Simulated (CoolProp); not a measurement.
Vapour-liquid equilibrium of CH2F2 (R32) (1) + fluoroethane (R161) (2) at 42.6 kPa; x and y are mole fractions of (1).

Model: multi-fluid Helmholtz-energy mixture model, Tillner-Roth 1997 and Wu 2012; pair parameters Bell 2016, in CoolProp.

```tsv
x	bubble temperature (K)	y at the bubble point	dew temperature at overall composition x (K)	liquid density (mol/L)
0.05	216.9	0.118	217.7	17.77
0.125	215.2	0.258	216.8	18.16
0.2	213.8	0.367	…	18.56
0.275	212.6	0.457	215.0	18.98
0.35	211.6	0.534	214.0	19.41
0.425	…	0.602	213.0	19.85
0.5	209.9	…	212.0	20.32
0.575	209.2	0.721	…	20.81
0.65	208.5	0.774	210.1	21.32
0.725	207.9	0.825	209.1	21.86
0.8	207.3	0.875	208.2	22.43
0.875	206.7	0.922	207.3	23.03
0.95	206.2	0.969	206.4	23.67
```

Task: Some entries are withheld; supply them.

Result: 
- 0.2, dew temperature at overall composition x (K): 215.9
- 0.425, bubble temperature (K): 210.7
- 0.5, y at the bubble point: 0.664
- 0.575, dew temperature at overall composition x (K): 211.1

No azeotrope shows between x = 0.05 and 0.95.

The pair parameters rest on a limited set of measurements; away from them the model extrapolates.
